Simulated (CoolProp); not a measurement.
Model: reference Helmholtz-energy equation of state, Thol 2019, in CoolProp.

Task: For tetradecamethylhexasiloxane (MD4M), give the phase and the Z, isothermal compressibility (1/MPa) at 620 K and 2.07 MPa; 620 K and 4.14 MPa.

Result: 
- 620 K and 2.07 MPa: liquid; Z 0.341, isothermal compressibility 0.0404
- 620 K and 4.14 MPa: liquid; Z 0.642, isothermal compressibility 0.0218
